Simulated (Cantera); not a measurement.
Gas mixture: CH4 = 0.87 (molar parts), at 340000 Pa, frozen composition.

Cantera's kinetic-theory transport with the Lennard-Jones parameters of GRI-Mech 3.0, ideal gas; thermal conductivity in the mixture-averaged form. The composition is frozen, though it would react at the higher temperatures.

One state of this run: ρ (kg/m³) = 0.729; cp (J/kg/K) = 4292; μ (µPa s) = 25.8; λ (mW/m/K) = 152; Pr = 0.727; D (cm²/s) CH3 = 0.468; D (cm²/s) N2 = 0.444; D (cm²/s) NO = 0.439. D: mixture-averaged diffusion coefficient of that species in the mixture.

Problem. Which value of T (K) does it belong to?
(A) 400
(B) 1400
(C) 1650
(D) 900

Solution. D, 900
